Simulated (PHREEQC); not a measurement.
Consider water at 25 °C with 0.0132 mol/kgw HF, 0.00026 mol/kgw KF and 0.000182 mol/kgw H2SiF6. Closed to the air; pH follows from the charge balance.

Model: ion-association model, wateq4f.dat, run in PHREEQC.

This is a speciation only: nothing precipitates in the calculation.

Task: What pH, ionic strength does the model give?

Result: pH 2.57; ionic strength 0.00330 mol/kgw.

Task: In which forms is F present?

Result: HF 69 %, F- 18 %, SiF6-2 7.5 %, H2F2 3.6 %, HF2- 1.4 % of the F.

Species that the database lacks are ignored. SiF6-2 is the database's only silicon fluoride.
